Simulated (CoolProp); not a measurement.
Vapour-liquid equilibrium of propylene (1) + propane (2) at 627 kPa; x and y are mole fractions of (1).

Computed with CoolProp (multi-fluid Helmholtz-energy mixture model, Lemmon 2013 and Lemmon 2009; pair parameters Bell 2016).

| x | bubble temperature, mixture model (K) | bubble temperature, Raoult's law (K) | y, mixture model | y, Raoult's law |
|---|---|---|---|---|
| 0.05 | 282.1 | 282.2 | 0.063 | 0.061 |
| 0.2 | 280.5 | 281.1 | 0.237 | 0.234 |
| 0.35 | 279.2 | 280.0 | 0.396 | 0.398 |
| 0.5 | 278.1 | 278.9 | 0.544 | 0.551 |
| 0.65 | 277.2 | 277.9 | 0.684 | 0.695 |
| 0.8 | 276.4 | 276.8 | 0.820 | 0.831 |
| 0.95 | 275.7 | 275.9 | 0.955 | 0.959 |

The largest gap from Raoult's law is -0.8 K in bubble temperature, at x = 0.5. No azeotrope shows between x = 0.05 and 0.95.

Pair parameters are fitted to limited data, so mixtures are less certain than the pure fluids.
